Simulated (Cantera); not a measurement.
Feed: 1 mol Al, 1.2 mol H2O, 0.1 mol O2, held at 1400 °C and 1000 Pa.

Cantera equilibrium calculation (NASA polynomials, part measured and part estimated; ideal gas, pure solids and liquids). Candidate condensed phases: Al, Al2O3, H2O; 19 gas species. Mutual solubility and eutectic melting of coexisting phases are not modelled. Kinetics and transport are ignored.

Base state: H2 0.960, Al2O 0.0205, Al 0.0169, H 0.00112, AlH 0.00109 (mole fractions); condensed: Al(l) + Al2O3(s).

What changes in the equilibrium state with this change: temperature from 1400 °C to 752 °C?


```tsv
species	before	after
H2	0.960	1.00
H	0.00112	4.36e-8
AlH	0.00109	2.29e-8
Al2O	0.0205	<1e-9
Al	0.0169	1.27e-8
Al(l), mol	0.0101	0.0667
Al2O3(s), mol	0.458	0.467
```
